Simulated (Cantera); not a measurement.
Feed: 1 mol SiHCl3, 0.073 mol HCl, 31 mol N2, equilibrated at 18.0 mbar.

Cantera equilibrium calculation (NASA polynomials, part measured and part estimated; ideal gas, pure solids and liquids). Candidate condensed phases: NH4Cl, Si, Si3N4; 28 gas species. N2 is the only nitrogen source here; it is nearly inert below about 1500 K, so the nitride shown seldom forms there in practice. The tables' values for SiCl3, SiCl are old estimates; treat these amounts as uncertain. Kinetics and transport are ignored.

x: gas mole fraction; n: condensed amount in mol.

| T (K) | x N2 | x HCl | x SiCl2 | x SiCl4 | x SiCl3 | x H2 | x Cl | n Si3N4(s) |
|---|---|---|---|---|---|---|---|---|
| 1175 | 0.952 | 0.0302 | 0.000112 | 0.0159 | 0.000426 | 0.00154 | 6.14e-7 | 0.157 |
| 1225 | 0.952 | 0.0303 | 0.000354 | 0.0154 | 0.000831 | 0.00147 | 1.58e-6 | 0.154 |
| 1275 | 0.951 | 0.0304 | 0.00101 | 0.0146 | 0.00150 | 0.00143 | 3.74e-6 | 0.149 |
| 1325 | 0.950 | 0.0303 | 0.00257 | 0.0130 | 0.00248 | 0.00143 | 8.20e-6 | 0.138 |
| 1375 | 0.948 | 0.0301 | 0.00578 | 0.0105 | 0.00364 | 0.00148 | 1.65e-5 | ___ |
| 1425 | 0.946 | 0.0296 | 0.0112 | 0.00717 | 0.00451 | 0.00166 | 3.02e-5 | ___ |
| 1475 | 0.943 | 0.0286 | 0.0180 | 0.00384 | 0.00451 | 0.00203 | 4.97e-5 | ___ |
| 1525 | 0.940 | 0.0271 | 0.0244 | 0.00160 | 0.00362 | 0.00271 | 7.37e-5 | ___ |
| 1575 | 0.940 | 0.0275 | 0.0263 | 0.000925 | 0.00305 | 0.00251 | 0.000135 | 0 |
| 1625 | 0.939 | 0.0283 | 0.0270 | 0.000617 | 0.00268 | 0.00207 | 0.000258 | 0 |
| 1675 | 0.939 | 0.0289 | 0.0275 | 0.000404 | 0.00232 | 0.00177 | 0.000464 | 0 |
| 1725 | 0.938 | 0.0292 | 0.0280 | 0.000256 | 0.00196 | 0.00159 | 0.000784 | 0 |

Problem. Complete the blanks.

Solution. 
- 1375, n Si3N4(s): 0.117
- 1425, n Si3N4(s): 0.0846
- 1475, n Si3N4(s): 0.0446
- 1525, n Si3N4(s): 0.00807
